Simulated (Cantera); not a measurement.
A closed system holds: 1 mol CH₃OH, 1.9 mol H₂, held at 5900000 Pa.

These are equilibrium values from Cantera (NASA tables, ideal gas, pure condensed phases), not measurements of a reactor. Candidate condensed phases: C, C₆H₆, C₇H₈, C₈H₁₈, H₂O; 110 gas species. The ideal-gas law is rough above about 30 bar. Kinetics and transport are ignored.

x: gas mole fraction; nothing condenses.

```json
[
 {"T (°C)": "1652", "x H₂": "0.788", "x CO": "0.200", "x CH₄": "0.00545", "x H₂O": "0.00524", "x H": "[?]"},
 {"T (°C)": "1702", "x H₂": "0.789", "x CO": "0.201", "x CH₄": "0.00457", "x H₂O": "0.00444", "x H": "[?]"},
 {"T (°C)": "1752", "x H₂": "0.790", "x CO": "0.201", "x CH₄": "0.00385", "x H₂O": "0.00379", "x H": "[?]"},
 {"T (°C)": "1802", "x H₂": "0.791", "x CO": "0.202", "x CH₄": "0.00327", "x H₂O": "0.00328", "x H": "[?]"},
 {"T (°C)": "1852", "x H₂": "0.792", "x CO": "0.202", "x CH₄": "0.00279", "x H₂O": "0.00286", "x H": "[?]"},
 {"T (°C)": "1902", "x H₂": "0.792", "x CO": "0.202", "x CH₄": "0.00239", "x H₂O": "0.00252", "x H": "[?]"},
 {"T (°C)": "1952", "x H₂": "0.792", "x CO": "0.202", "x CH₄": "0.00205", "x H₂O": "0.00224", "x H": "[?]"},
 {"T (°C)": "2002", "x H₂": "0.792", "x CO": "0.203", "x CH₄": "0.00177", "x H₂O": "0.00201", "x H": "[?]"},
 {"T (°C)": "2052", "x H₂": "0.792", "x CO": "0.203", "x CH₄": "0.00152", "x H₂O": "0.00183", "x H": "[?]"},
 {"T (°C)": "2102", "x H₂": "0.792", "x CO": "0.203", "x CH₄": "0.00132", "x H₂O": "0.00167", "x H": "[?]"},
 {"T (°C)": "2152", "x H₂": "0.792", "x CO": "0.203", "x CH₄": "0.00114", "x H₂O": "0.00155", "x H": "[?]"},
 {"T (°C)": "2202", "x H₂": "0.792", "x CO": "0.203", "x CH₄": "0.000982", "x H₂O": "0.00144", "x H": "[?]"},
 {"T (°C)": "2252", "x H₂": "0.791", "x CO": "0.203", "x CH₄": "0.000850", "x H₂O": "0.00136", "x H": "[?]"},
 {"T (°C)": "2302", "x H₂": "0.791", "x CO": "0.203", "x CH₄": "0.000736", "x H₂O": "0.00128", "x H": "[?]"}
]
```

Question: Fill in the missing entries.

Answer: 
- 1652, x H: 0.000111
- 1702, x H: 0.000158
- 1752, x H: 0.000223
- 1802, x H: 0.000308
- 1852, x H: 0.000421
- 1902, x H: 0.000566
- 1952, x H: 0.000751
- 2002, x H: 0.000984
- 2052, x H: 0.00127
- 2102, x H: 0.00163
- 2152, x H: 0.00207
- 2202, x H: 0.00261
- 2252, x H: 0.00325
- 2302, x H: 0.00401
